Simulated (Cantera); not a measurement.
Equilibrium for iron carbonyl, mercury and lead vapours: PbO + N2

Charge: 1 mol PbO, 2.6 mol N2, held at 1225 K and 75.0 Torr.

Method: chemical equilibrium by Gibbs-energy minimisation in Cantera with the NASA 1993 tables (ideal gas, pure condensed phases). Candidate condensed phases: Pb, PbO, PbO2, Pb3O4; 12 gas species. Gases not in the tables: (PbO)n polymers. Kinetics and transport are ignored.

- x(N2) = 0.999
- x(PbO) = 0.00113
- x(Pb) = 0.000190
- x(O2) = 9.20e-5
- x(NO) = 5.56e-6
- n(PbO(l)) = 0.997 mol
- gas amount = 2.604 mol
- log10 activity of Pb(l) (absent) = -1.69
